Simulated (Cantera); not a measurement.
# Adiabatic ignition

An adiabatic, constant-volume homogeneous reactor starts with H2 : O2 : N2 = 1 : 0.333 : 1.25 (molar parts), equivalence ratio 1.5, at 1275 K and 0.987 atm.

Detailed kinetics in Cantera: GRI-Mech 3.0 (53 species, 325 reactions).

```
t (s)     T (K)  P (bar)   x H2     x O2      x O      x NO    x NO2      x OH    x HO2
--------  -----  -------  -----  -------  -------  --------  -------  --------  -------
1.00e-6    1275     1.00  0.387    0.129  1.03e-9    <1e-12   <1e-12  6.62e-10  1.34e-8
2.74e-6    1275     1.00  0.387    0.129  5.47e-9    <1e-12   <1e-12   3.33e-9  3.90e-8
7.53e-6    1275     1.00  0.387    0.129  7.36e-8    <1e-12   <1e-12   4.43e-8  1.72e-7
2.07e-5    1276     1.00  0.386    0.129  3.79e-5  6.04e-12   <1e-12   2.42e-5  2.95e-5
5.67e-5    2697     1.95  0.140  0.00477  0.00686  0.000126  8.27e-9    0.0255  3.69e-6
0.000156   2965     2.10  0.144  0.00239  0.00341   0.00118  1.08e-7    0.0213  2.66e-6
0.000427   2960     2.10  0.146  0.00224  0.00324   0.00304  2.70e-7    0.0207  2.50e-6
0.00117    2958     2.10  0.146  0.00218  0.00317   0.00380  3.33e-7    0.0205  2.44e-6
0.00321    2957     2.10  0.146  0.00218  0.00317   0.00381  3.35e-7    0.0205  2.44e-6
0.00882    2957     2.10  0.146  0.00218  0.00317   0.00381  3.35e-7    0.0205  2.44e-6
0.0242     2957     2.10  0.146  0.00218  0.00317   0.00381  3.35e-7    0.0205  2.44e-6
0.0664     2957     2.10  0.146  0.00218  0.00317   0.00381  3.35e-7    0.0205  2.44e-6
0.182      2957     2.10  0.146  0.00218  0.00317   0.00381  3.35e-7    0.0205  2.44e-6
0.500      2957     2.10  0.146  0.00218  0.00317   0.00381  3.35e-7    0.0205  2.44e-6
```
x: mole fraction; the columns are a selection and need not sum to one.

```json
{
 "time_of_steepest_temperature_rise": "31.9 µs",
 "temperature at 0.500 s": "2957 K",
 "equilibrium_temperature": "2957 K",
 "x(H2) at 0.500 s": "0.146 (gas-phase equilibrium 0.146)",
 "x(O2) at 0.500 s": "0.00218 (gas-phase equilibrium 0.00218)",
 "x(O) at 0.500 s": "0.00317 (gas-phase equilibrium 0.00317)"
}
```
